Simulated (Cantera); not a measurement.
What does this Cantera script print?

```python
import numpy as np
import cantera as ct

gas = ct.Solution("gri30.yaml")
gas.TPX = 1325, 9700, {'N2O': 1, 'H2O': 0.056, 'N2': 0.017}
reactor = ct.IdealGasConstPressureReactor(gas, energy="off", clone=False)
net = ct.ReactorNet([reactor])
net.rtol, net.atol = 1e-08, 1e-18
show = ['N2O', 'H2O', 'N2', 'NO2', 'H2', 'NO']
times = np.geomspace(3e-05, 2, 10)

steps = ct.SolutionArray(gas, extra=["t"])
rows = []
print(f"{'t/s':>10s}{'T/K':>9s}{'P/Pa':>11s}" + "".join(f"{s:>11s}" for s in show))
for t in times:
    while net.time < t:
        t_next = net.step()
        steps.append(gas.state, t=t_next)
    rows.append([np.interp(t, steps.t, y) for y in (steps.T, steps.P, *steps(*show).X.T)])
    print(f"{t:10.3e}{rows[-1][0]:9.1f}{rows[-1][1]:11.4g}" + "".join(f"{x:11.3e}" for x in rows[-1][2:]))
rate = np.gradient(steps.T, steps.t)
print("integrator steps:", len(steps.t))
if steps.T.max() > steps.T[0] + 200:
    print(f"time of steepest temperature rise: {steps.t[rate.argmax()]:.4e} s")
gas.TPX = 1325, 9700, {'N2O': 1, 'H2O': 0.056, 'N2': 0.017}
gas.equilibrate("TP")
print(f"equilibrium (TP): T = {gas.T:.1f} K  " + "  ".join(f"{s} {gas[s].X[0]:.3e}" for s in show))
```

Output:

```
       t/s      T/K       P/Pa        N2O        H2O         N2        NO2         H2         NO
 3.000e-05   1325.0       9700  9.319e-01  5.219e-02  1.585e-02  1.885e-13  1.148e-12  7.706e-07
 1.031e-04   1325.0       9700  9.319e-01  5.219e-02  1.589e-02  2.529e-11  1.148e-10  5.780e-06
 3.541e-04   1325.0       9700  9.317e-01  5.218e-02  1.602e-02  5.477e-09  4.781e-09  2.766e-05
 1.216e-03   1325.0       9700  9.309e-01  5.215e-02  1.649e-02  6.652e-07  8.388e-08  1.028e-04
 4.179e-03   1325.0       9700  9.283e-01  5.209e-02  1.812e-02  1.790e-05  4.703e-07  3.444e-04
 1.436e-02   1325.0       9700  9.194e-01  5.193e-02  2.375e-02  1.269e-04  7.484e-07  1.112e-03
 4.932e-02   1325.0       9700  8.898e-01  5.141e-02  4.249e-02  4.271e-04  4.412e-07  3.656e-03
 1.695e-01   1325.0       9700  7.980e-01  4.978e-02  1.005e-01  7.010e-04  3.005e-07  1.185e-02
 5.822e-01   1325.0       9700  5.652e-01  4.563e-02  2.476e-01  6.302e-04  2.850e-07  3.273e-02
 2.000e+00   1325.0       9700  2.075e-01  3.926e-02  4.741e-01  2.902e-04  3.576e-07  6.391e-02
integrator steps: 1155
equilibrium (TP): T = 1325.0 K  N2O 9.609e-09  H2O 3.559e-02  N2 6.463e-01  NO2 1.948e-06  H2 2.739e-08  NO 5.199e-04
```

Detailed kinetics in Cantera: GRI-Mech 3.0 (53 species, 325 reactions). GRI-Mech 3.0 was tuned for natural gas; its chemistry of N2O as a main component is partial and can be far from experiment. The mechanism lacks the step 2 NO + O2 → 2 NO2, which can matter for NO2 below about 1400 K. The temperature is held fixed by assumption; the heat of reaction is taken as removed at once.
